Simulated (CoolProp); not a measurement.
Vapour-liquid equilibrium of dimethyl carbonate (1) + n-octane (2) at 387 K; x and y are mole fractions of (1).

The numbers come from the multi-fluid Helmholtz-energy mixture model, Zhou 2011 and Beckmüller 2019; pair parameters Bell 2016 in CoolProp.

Give the bubble pressure and the first vapour's composition at x = 0.05, 0.35, 0.65. Is there an azeotrope?

x = 0.05: 0.09687 MPa, y = 0.281; x = 0.35: 0.1791 MPa, y = 0.689; x = 0.65: 0.2037 MPa, y = 0.783. y crosses x between x = 0.8 and 0.875: the model has an azeotrope there.

Pair parameters are fitted to limited data, so mixtures are less certain than the pure fluids. With so large a gap from Raoult's law the liquid may split in two, which this calculation doesn't test in full.
